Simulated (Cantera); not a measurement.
Charge: 1 mol SiC, a varied amount of O2, 1 mol H2, at 1973 K and 74.0 Pa.

Method: chemical equilibrium by Gibbs-energy minimisation in Cantera with the NASA 1993 tables (ideal gas, pure condensed phases). Candidate condensed phases: C, C6H6, C7H8, C8H18, H2O, Si, SiC, SiO2; 123 gas species. The tables hold silica as quartz up to 1696 K and as liquid above; real silica turns to tridymite and cristobalite and melts near 1996 K. Gases not in the tables: Si2H6 and higher silanes. Kinetics and transport are ignored.

Q: Which condensed phases are stable at each of these points (n(O2) (mol)): 0.31, 0.36, 0.42, 0.5, 0.58, 0.68, 0.8, 0.94, 1.1, 1.3?

A: 
```
n(O2) (mol)  condensed phases  Si condensed (%)
-----------  ----------------  ----------------
0.31                   SiC(s)              67.0
0.36                   SiC(s)              61.9
0.42                   SiC(s)              55.7
0.5                    SiC(s)              47.5
0.58                   SiC(s)              39.3
0.68                   SiC(s)              29.1
0.8                    SiC(s)              16.8
0.94                   SiC(s)               2.4
1.1           SiO2(condensed)               0.1
1.3           SiO2(condensed)              34.3
```

From 0.31 mol O2 to 0.94 mol O2 the condensed part is SiC(s). From 1.1 mol O2 to 1.3 mol O2 the condensed part is SiO2(condensed).
